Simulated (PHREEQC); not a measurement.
Dissolve 0.0061 mol Cu(BF4)2, 0.038 mol H2SO4 and 0.12 mol Na2SO4 per kg of water at 25 °C. Closed to the air; pH follows from the charge balance.

The numbers come from PHREEQC with the ion-association model, phreeqc.dat.

Question: The ionic strength comes out as 0.334 mol/kgw. What activity coefficients do SO4-2, Cu+2, Na+, BF3OH-, H+ get?

Answer: SO4-2 0.24, Cu+2 0.28, Na+ 0.73, BF3OH- 0.73, H+ 0.78.

No solid was allowed to form. Complexes and solids missing from the database can't appear. Real BF4- forms and hydrolyses slowly; the run takes it at equilibrium.
